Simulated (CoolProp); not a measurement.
The numbers come from the reference Helmholtz-energy equation of state, Lemmon 2006 in CoolProp. It is a short technical equation, of lower accuracy than the large ones.

Q: Give the vapour pressure (bar), enthalpy of vaporisation (kJ/kg), liquid cp (kJ/(kg K)), surface tension (mN/m) of saturated R141b at 411.1 K.

A: 
```csv
T (K),p (bar),enthalpy of vaporisation (kJ/kg),liquid cp (kJ/(kg K)),surface tension (mN/m)
411.1,14.5,156,1.44,5.45
```

Surface tension comes from a separate correlation (Mulero 2012).
